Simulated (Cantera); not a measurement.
**Ammonia decomposition in nitride growth gas**

An isothermal, constant-pressure homogeneous reactor starts with NH₃ : H₂ = 1 : 2.6 (molar parts), at 2100 K and 0.0306 atm.

Computed with Cantera and the gas-phase N/H chemistry of the illustrative SiF4/NH3 mechanism in the Surface Chemkin manual (1991). Walls and surfaces, which speed up NH3 decomposition in real reactors, are not modelled.

```
t (s)        x NH₃   x H₂      x N₂    x N₂H₂       x N
--------  --------  -----  --------  --------  --------
2.00e-5      0.278  0.722    <1e-12  1.25e-11    <1e-12
6.29e-5      0.278  0.722  5.14e-11  2.28e-10  1.06e-11
0.000198     0.278  0.722   6.61e-9   3.17e-9  4.68e-10
0.000623     0.278  0.722   5.65e-7   4.39e-8   1.58e-8
0.00196      0.277  0.722   3.68e-5   6.56e-7   4.13e-7
0.00617      0.274  0.723  0.000990   2.83e-6   2.16e-6
0.0194       0.263  0.730   0.00530   2.82e-6   2.28e-6
0.0612       0.232  0.749    0.0176   2.41e-6   2.30e-6
0.192        0.159  0.793    0.0462   1.53e-6   2.34e-6
0.606       0.0542  0.857    0.0872   4.46e-7   2.40e-6
1.91      0.000854  0.884     0.108   5.68e-9   3.16e-6
6.00       2.93e-6  0.876     0.108    <1e-12   1.36e-7
```
x: mole fraction; the columns are a selection and need not sum to one.

Equilibrium at this temperature and pressure: NH₃ 1.43e-7, H₂ 0.876, N₂ 0.108, N₂H₂ <1e-12, N 6.62e-9 (gas phase only).
